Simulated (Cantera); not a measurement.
Feed: 1 mol BCl3, 1.2 mol O2, 43 mol H2, equilibrated at 2048 K and 0.00950 bar.

Method: chemical equilibrium by Gibbs-energy minimisation in Cantera with the NASA 1993 tables (ideal gas, pure condensed phases). Candidate condensed phases: B, B2O3, B3O3H3, H2O; 33 gas species. The tables' values for BOCl are old estimates; treat these amounts as uncertain. Rates play no part.

Base state: H2 0.876, HCl 0.0644, H 0.0215, H2O 0.0164, HBO2 0.0131, HBO 0.00455, BO 0.00155, Cl 0.00117 (mole fractions); condensed: gas only.

Question: What changes in the equilibrium state with this change: H2 from 43 to 5.3 mol?

Answer: 
| species | before | after |
|---|---|---|
| HCl | 0.0644 | 0.392 |
| H2 | 0.876 | 0.386 |
| HBO2 | 0.0131 | 0.0981 |
| B2O3 | 0.00117 | 0.0142 |
| Cl | 0.00117 | 0.0107 |
| H2O | 0.0164 | 0.0760 |
| H | 0.0215 | 0.0143 |
| BO2 | 4.21e-5 | 0.000476 |
| BOCl | 0.000303 | 0.00300 |
| OH | 4.39e-5 | 0.000306 |
| HBO | 0.00455 | 0.00326 |
| B2O2 | 6.00e-5 | 6.97e-5 |
